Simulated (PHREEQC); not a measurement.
Solution (55 °C): 0.034 mol/kgw HCl and 0.0029 mol/kgw CuSO4. Closed to the air; pH follows from the charge balance.

The numbers come from PHREEQC with the ion-association model, phreeqc.dat.

Each row changes one thing in this solution. Precipitation was switched off in this run.

| case | pH | ionic strength (mol/kgw) | Cu+2 (mol/kgw) | HSO4- (mol/kgw) | SO4-2 (mol/kgw) | CuCl+ (mol/kgw) |
|---|---|---|---|---|---|---|
| as made | 1.56 | 0.0401 | 0.00240 | 0.00213 | 0.000680 | 0.000403 |
| diluted 5-fold with water | 2.22 | 0.00847 | 0.000537 | 0.000265 | 0.000297 | 2.52e-5 |
| temperature from 55 to 75 °C | 1.57 | 0.0391 | 0.00210 | 0.00239 | 0.000456 | 0.000731 |
| CuSO4 from 0.0029 to 0.00029 mol/kgw | 1.54 | 0.0346 | 0.000245 | 0.000224 | 6.50e-5 | 4.33e-5 |

Constants without temperature data keep their 25 °C values here.
